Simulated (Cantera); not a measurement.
# Equilibrium for carbon deposition, reforming and gasification: toluene + NH₃ + N₂

Charge: 1 mol toluene, 0.43 mol NH₃, 1.7 mol N₂, at 110 Pa.

Method: chemical equilibrium by Gibbs-energy minimisation in Cantera with the NASA 1993 tables (ideal gas, pure condensed phases). Candidate condensed phases: C, C₆H₆, C₇H₈, C₈H₁₈; 92 gas species. Rates play no part.

From 1425 °C to 1875 °C the condensed part is C(graphite). The main C-bearing gas is HCN throughout.

| T (°C) | x H₂ | x N₂ | x H | x HCN | x C₂H₂ (acetylene) | x HNC | n C(graphite) |
|---|---|---|---|---|---|---|---|
| 1425 | 0.704 | 0.291 | 0.00366 | 0.00164 | 5.07e-5 | 4.88e-5 | 6.99 |
| 1475 | 0.702 | 0.290 | 0.00577 | 0.00213 | 7.93e-5 | 7.18e-5 | 6.98 |
| 1525 | 0.699 | 0.289 | 0.00888 | 0.00273 | 0.000121 | 0.000103 | 6.98 |
| 1575 | 0.695 | 0.288 | 0.0133 | 0.00345 | 0.000179 | 0.000145 | 6.97 |
| 1625 | 0.689 | 0.287 | 0.0196 | 0.00429 | 0.000259 | 0.000201 | 6.97 |
| 1675 | 0.681 | 0.285 | 0.0281 | 0.00526 | 0.000367 | 0.000272 | 6.96 |
| 1725 | 0.670 | 0.283 | 0.0396 | 0.00637 | 0.000508 | 0.000361 | 6.95 |
| 1775 | 0.657 | 0.280 | 0.0547 | 0.00760 | 0.000688 | 0.000470 | 6.94 |
| 1825 | 0.639 | 0.276 | 0.0742 | 0.00895 | 0.000912 | 0.000602 | 6.92 |
| 1875 | 0.617 | 0.272 | 0.0987 | 0.0104 | 0.00118 | 0.000757 | 6.91 |
x: gas mole fraction; n: condensed amount in mol.
